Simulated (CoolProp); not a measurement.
Saturated liquid density (kg/m³) of isobutene: the reference equation beside estimates from Tc = 418.1 K, pc = 4.016 MPa, ω = 0.193. Rackett uses Z = 0.29056 − 0.08775 ω.

The numbers come from the reference Helmholtz-energy equation of state, Lemmon 2005 in CoolProp. It is a short technical equation, of lower accuracy than the large ones.

| T (K) | reference | Rackett | van der Waals | Redlich-Kwong | Peng-Robinson |
|---|---|---|---|---|---|
| 203.4 | 693.9 | 691.3 | 428.1 | 636.1 | 723.8 |
| 209.9 | 687.2 | 684.8 | 424.4 | 630.1 | 718.2 |
| 216.3 | 680.5 | 678.4 | 420.8 | 624.0 | 712.4 |
| 222.8 | 673.7 | 671.8 | 416.9 | 617.7 | 706.3 |
| 229.3 | 666.8 | 665.1 | 413.1 | 611.2 | 700.0 |
| 235.7 | 660.0 | 658.4 | 409.1 | 604.5 | 693.6 |
| 242.2 | 653.0 | 651.5 | 405.1 | 597.6 | 686.9 |
| 248.7 | 645.9 | 644.5 | 400.9 | 590.5 | 679.9 |
| 255.1 | 638.9 | 637.5 | 396.7 | 583.3 | 672.8 |
| 261.6 | 631.6 | 630.2 | 392.4 | 575.8 | 665.2 |
| 268 | 624.4 | 622.9 | 388.0 | 568.1 | 657.5 |
| 274.5 | 616.9 | 615.4 | 383.4 | 560.1 | 649.4 |
| 281 | 609.3 | 607.7 | 378.7 | 551.8 | 640.9 |

Absolute difference from the reference over all 13 rows, mean and median: Rackett 0.3 and 0.2 %, van der Waals 38.0 and 38.0 %, Redlich-Kwong 8.6 and 8.5 %, Peng-Robinson 5.0 and 5.2 %.
